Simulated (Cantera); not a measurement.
Input: 1 mol Cr, 5.9 mol O2, equilibrated at 1.00 bar.

Cantera equilibrium calculation (NASA polynomials, part measured and part estimated; ideal gas, pure solids and liquids). Candidate condensed phases: Cr, Cr2O3; 7 gas species. The numbers say what is thermodynamically allowed, not how fast it happens. All values below are at 2800 K.

Base state: O2 0.884, CrO2 0.0567, O 0.0511, CrO 0.00437, CrO3 0.00356, Cr 8.14e-5 (mole fractions); condensed: Cr2O3(l).

### Question
What changes in the equilibrium state with this change: 0.29 mol NH3 added?

### Answer
| species | before | after |
|---|---|---|
| O2 | 0.884 | 0.770 |
| CrO2 | 0.0567 | 0.0547 |
| H2O | 0 | 0.0528 |
| OH | 0 | 0.0335 |
| N2 | 0 | 0.0187 |
| NO | 0 | 0.0108 |
| O | 0.0511 | 0.0476 |
| H | 0 | 0.00296 |
| H2 | 0 | 0.00131 |
| HO2 | 0 | 5.54e-5 |
| Cr2O3(l), mol | 0.320 | 0.312 |
Gases not in the tables: CrO2(OH)2. Further candidate phases: CrN, Cr2N, H2O.
